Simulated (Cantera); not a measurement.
A closed system holds: 1 mol FeS, 0.85 mol H2, 7.9 mol H2O, equilibrated at 650 K and 0.00133 bar.

These are equilibrium values from Cantera (NASA tables, ideal gas, pure condensed phases), not measurements of a reactor. Candidate condensed phases: Fe, FeO, Fe(OH)2, Fe(OH)3, FeS, FeSO4, FeS2, Fe2O3, Fe2(SO4)3, Fe3O4, H2O, H2SO4, S; 22 gas species. FeS: taken at fixed stoichiometry. Rates play no part.

Base state: H2O 0.902, H2 0.0974, H2S 0.000777 (mole fractions); condensed: FeS(s) + Fe3O4(s).

What changes in the equilibrium state with this change: temperature from 650 K to 775 K?


| species | before | after |
|---|---|---|
| H2O | 0.902 | 0.901 |
| H2 | 0.0974 | 0.0977 |
| H2S | 0.000777 | 0.00174 |
| FeS(s), mol | 0.993 | 0.985 |
| Fe3O4(s), mol | 0.00227 | 0.00508 |
